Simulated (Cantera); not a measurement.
Hydrocarbon pyrolysis for carbon deposition

An isothermal, constant-pressure homogeneous reactor starts with 3.33 % C₂H₆, 96.7 % N₂, at 1723 K and 100.0 Torr.

Detailed kinetics in Cantera: GRI-Mech 3.0 (53 species, 325 reactions). GRI-Mech 3.0 stops at C3 and has no aromatics, soot or wall deposition, so with more carbon than oxygen in the feed, carbon stays in small species such as C2H2 where larger ones or solid carbon would form.

```json
[
 {"t (s)": "0.000100", "x C₂H₆": "0.0120", "x H₂": "0.0128", "x CH₃": "0.0105", "x CH₂": "4.32e-5", "x CH₄": "0.00334", "x HCN": "2.82e-6"},
 {"t (s)": "0.000228", "x C₂H₆": "0.00190", "x H₂": "0.0289", "x CH₃": "0.00549", "x CH₂": "3.44e-5", "x CH₄": "0.00737", "x HCN": "7.55e-6"},
 {"t (s)": "0.000521", "x C₂H₆": "0.000133", "x H₂": "0.0417", "x CH₃": "0.00178", "x CH₂": "1.10e-5", "x CH₄": "0.00815", "x HCN": "1.08e-5"},
 {"t (s)": "0.00119", "x C₂H₆": "2.60e-5", "x H₂": "0.0478", "x CH₃": "0.000787", "x CH₂": "3.19e-6", "x CH₄": "0.00773", "x HCN": "1.18e-5"},
 {"t (s)": "0.00271", "x C₂H₆": "9.18e-6", "x H₂": "0.0507", "x CH₃": "0.000439", "x CH₂": "1.18e-6", "x CH₄": "0.00731", "x HCN": "1.22e-5"},
 {"t (s)": "0.00620", "x C₂H₆": "4.18e-6", "x H₂": "0.0521", "x CH₃": "0.000283", "x CH₂": "5.53e-7", "x CH₄": "0.00686", "x HCN": "1.24e-5"},
 {"t (s)": "0.0141", "x C₂H₆": "2.48e-6", "x H₂": "0.0531", "x CH₃": "0.000215", "x CH₂": "3.55e-7", "x CH₄": "0.00627", "x HCN": "1.26e-5"},
 {"t (s)": "0.0323", "x C₂H₆": "1.73e-6", "x H₂": "0.0545", "x CH₃": "0.000179", "x CH₂": "2.94e-7", "x CH₄": "0.00534", "x HCN": "1.29e-5"},
 {"t (s)": "0.0737", "x C₂H₆": "9.94e-7", "x H₂": "0.0566", "x CH₃": "0.000137", "x CH₂": "2.36e-7", "x CH₄": "0.00395", "x HCN": "1.35e-5"},
 {"t (s)": "0.168", "x C₂H₆": "3.92e-7", "x H₂": "0.0589", "x CH₃": "8.71e-5", "x CH₂": "1.61e-7", "x CH₄": "0.00238", "x HCN": "1.45e-5"},
 {"t (s)": "0.384", "x C₂H₆": "1.05e-7", "x H₂": "0.0607", "x CH₃": "4.55e-5", "x CH₂": "8.98e-8", "x CH₄": "0.00118", "x HCN": "1.60e-5"},
 {"t (s)": "0.876", "x C₂H₆": "2.17e-8", "x H₂": "0.0617", "x CH₃": "2.09e-5", "x CH₂": "4.30e-8", "x CH₄": "0.000523", "x HCN": "1.78e-5"},
 {"t (s)": "2.00", "x C₂H₆": "4.17e-9", "x H₂": "0.0621", "x CH₃": "9.12e-6", "x CH₂": "1.92e-8", "x CH₄": "0.000225", "x HCN": "1.98e-5"}
]
```
x: mole fraction; the columns are a selection and need not sum to one.

Equilibrium at this temperature and pressure: C₂H₆ 4.13e-11, H₂ 0.0624, CH₃ 7.68e-7, CH₂ 1.63e-9, CH₄ 1.88e-5, HCN 0.0476 (gas phase only).
